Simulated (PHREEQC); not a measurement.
Make-up at 70 °C: 47 mmol/kgw CdSO4 and 0.039 mmol/kgw KHSO4. Closed to the air; pH follows from the charge balance.

Computed with PHREEQC (ion-association model, phreeqc.dat).

Problem. The ionic strength comes out as 0.0933 mol/kgw. What activity coefficients do Cd(SO4)2-2, SO4-2, KSO4-, H+, Cd+2 get?

Solution. Cd(SO4)2-2 0.35, SO4-2 0.35, KSO4- 0.78, H+ 0.81, Cd+2 0.35.

This is a speciation only: nothing precipitates in the calculation. Constants without temperature data keep their 25 °C values here.
